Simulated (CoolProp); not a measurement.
Computed with CoolProp (reference Helmholtz-energy equation of state, Fiedler 2023).

Task: Give the vapour pressure (kPa), liquid density (kg/m³), enthalpy of vaporisation (kJ/kg), liquid cp (kJ/(kg K)) of saturated tetrahydrofuran at 97.35, 184.05, 196.45 °C.

Result: 
```tsv
T (°C)	p (kPa)	liquid density (kg/m³)	enthalpy of vaporisation (kJ/kg)	liquid cp (kJ/(kg K))
97.35	254	798	392	2.02
184.05	1570	676	302	2.51
196.45	1920	654	285	2.61
```
